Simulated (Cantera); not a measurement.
Source: NASA polynomial tables (part measured, part estimated), evaluated in Cantera. Values are per mole of reaction as written; species without (g) are pure solids or liquids, kept so even where they would boil at 1 bar. FeO: taken at fixed stoichiometry.

Q: Between 1150 and 1600 K, where is each reaction favourable under standard conditions?
- 6 Cl(g) + 2 FeO → 2 O(g) + Fe2Cl6(g)
- Fe2O3 + 3 Cl2(g) → 2 FeCl3(g) + 3 O(g)

A: 
- 6 Cl(g) + 2 FeO → 2 O(g) + Fe2Cl6(g): ΔG° is -34 kJ at 1150 K and 96 kJ at 1600 K; it changes sign between 1250 and 1300 K. ΔH° is -375 kJ and ΔS° -294 J/K at 1600 K.
- Fe2O3 + 3 Cl2(g) → 2 FeCl3(g) + 3 O(g): ΔG° is 598 kJ at 1150 K and 426 kJ at 1600 K; it stays positive (K < 1). ΔH° is 1032 kJ and ΔS° 378 J/K at 1600 K.
